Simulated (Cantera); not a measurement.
Input: 1 mol Si, 1.7 mol HCl, 4.1 mol H2, equilibrated at 0.170 bar.

Method: chemical equilibrium by Gibbs-energy minimisation in Cantera with the NASA 1993 tables (ideal gas, pure condensed phases). Candidate condensed phases: Si; 19 gas species. Gases not in the tables: Si2H6 and higher silanes. The numbers say what is thermodynamically allowed, not how fast it happens.

Q: What share of the Si ends up in condensed phases as a function of T (K), at 873, 1023, 1173, 1323, 1473, 1623, 1773?

A: 
```json
[
 {"T (K)": "873", "Si condensed (%)": "54.5", "as": "Si(s)"},
 {"T (K)": "1023", "Si condensed (%)": "56.3", "as": "Si(s)"},
 {"T (K)": "1173", "Si condensed (%)": "59.1", "as": "Si(s)"},
 {"T (K)": "1323", "Si condensed (%)": "59.4", "as": "Si(s)"},
 {"T (K)": "1473", "Si condensed (%)": "56.4", "as": "Si(s)"},
 {"T (K)": "1623", "Si condensed (%)": "54.2", "as": "Si(s)"},
 {"T (K)": "1773", "Si condensed (%)": "55.0", "as": "Si(l)"}
]
```
